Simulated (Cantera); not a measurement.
Cantera run:

```python
import numpy as np
import cantera as ct

gas_names = """
    C CH CH2 CH3 CH4 C2 C2H C2H2,acetylene C2H2,vinylidene C2H3,vinyl C2H4 C2H5 C2H6 C3 C3H3,propargyl
    C3H4,allene C3H4,propyne C3H4,cyclo- C3H5,allyl C3H6,propylene C3H6,cyclo- C3H7,n-propyl
    C3H7,i-propyl C3H8 C4 C4H2 C4H4,1,3-cyclo- C4H6,butadiene C4H6,2-butyne C4H6,cyclo- C4H8,1-butene
    C4H8,cis2-buten C4H8,tr2-butene C4H8,isobutene C4H8,cyclo- C4H9,n-butyl C4H9,i-butyl C4H9,s-butyl
    C4H9,t-butyl C4H10,isobutane C4H10,n-butane C5 C5H6,1,3cyclo- C5H8,cyclo- C5H10,1-pentene
    C5H10,cyclo- C5H11,pentyl C5H11,t-pentyl C5H12,n-pentane C5H12,i-pentane CH3C(CH3)2CH3 C6H2
    C6H5,phenyl C6H6 C6H10,cyclo- C6H12,1-hexene C6H12,cyclo- C6H13,n-hexyl C7H7,benzyl C7H8
    C7H14,1-heptene C7H15,n-heptyl C7H16,n-heptane C8H8,styrene C8H10,ethylbenz C8H16,1-octene
    C8H17,n-octyl C8H18,isooctane C8H18,n-octane C9H19,n-nonyl C10H8,naphthale C10H21,n-decyl
    C12H9,o-bipheny C12H10,bipheny H H2
""".split()
cond_names = """
    C(gr) C6H6(L) C7H8(L) C8H18(L),n-octa
""".split()


def load(file, names, dense=False):
    # The tables refer to 1 bar. Condensed volumes are neglected.
    table = {s.name: s for s in ct.Species.list_from_file(file)}
    out = []
    for n in names:
        d = dict(table[n].input_data)
        d["thermo"] = dict(d["thermo"], **{"reference-pressure": 1e5})
        if dense:
            d["equation-of-state"] = {"model": "constant-volume", "density": "1e6 g/cm^3"}
        out.append(ct.Species.from_dict(d))
    return out


gas = ct.Solution(thermo="ideal-gas", species=load("nasa_gas.yaml", gas_names))
cond = {s.name: ct.Solution(thermo="fixed-stoichiometry", species=[s], name=s.name)
        for s in load("nasa_condensed.yaml", cond_names, dense=True)}
atoms = {
    'C3H6': {'C': 3, 'H': 6},
    'H2': {'H': 2},
}
top_T = {'C(gr)': 4500}  # K; cautious upper limits of use, not melting points


def equilibrate(T, P, feed):
    n = {}
    for name, mol in feed.items():
        for a, k in atoms[name].items():
            n[a] = n.get(a, 0.0) + k * mol
    gas.TPX = T, P, n
    mass = sum(n.values()) * gas.mean_molecular_weight
    gas.equilibrate("TP")
    valid = [c for c in cond.values() if c.min_temp <= T <= top_T.get(c.name, c.max_temp)]
    mix = ct.Mixture([(gas, mass / gas.mean_molecular_weight)] + [(c, 0.0) for c in valid])
    mix.T, mix.P = T, P
    mix.equilibrate("TP", solver="vcs", rtol=1e-11, max_steps=5000)
    return mix


results = []
feed = {'C3H6': 1, 'H2': 21}  # mol
P = 11000  # Pa
for T in [1025, 1225, 1425, 1625, 1825, 2025, 2225, 2425]:
    mix = equilibrate(T, P, feed)
    results.append((T, P, feed, dict(zip(mix.species_names, mix.species_moles))))

top = {s: max(r[3][s] / sum(r[3][g] for g in gas_names) for r in results) for s in gas_names}
cols = sorted((s for s in top if top[s] > 0.0001), key=lambda s: -top[s])[:6]
seen = [c for c in cond_names if any(r[3].get(c, 0) > 1e-12 for r in results)]
print("log10 of partial pressures in bar; condensed amounts in mol")
print(f"{'T/K':>10s}" + "".join(f"{s[:9]:>10s}" for s in cols + seen))
for T, P, feed, n in results:
    ng = sum(n[g] for g in gas_names)
    print(f"{T:10.4g}" + "".join(f"{np.log10(max(n[s] / ng * P / 1e5, 1e-99)):10.3f}" for s in cols)
          + "".join(f"{n.get(c, 0):10.4g}" for c in seen))
```

It prints:

```
log10 of partial pressures in bar; condensed amounts in mol
       T/K        H2         H       CH4 C2H2,acet     C(gr)
      1025    -0.962    -8.842    -3.058    -9.618     2.811
      1225    -0.959    -6.986    -3.800    -7.749     2.965
      1425    -0.959    -5.646    -4.342    -6.412      2.99
      1625    -0.959    -4.631    -4.750    -5.408     2.994
      1825    -0.959    -3.836    -5.068    -4.627     2.988
      2025    -0.962    -3.196    -5.324    -4.005     2.956
      2225    -0.968    -2.673    -5.540    -3.501      2.86
      2425    -0.985    -2.240    -5.740    -3.093     2.633
```

These are equilibrium values from Cantera (NASA tables, ideal gas, pure condensed phases), not measurements of a reactor.
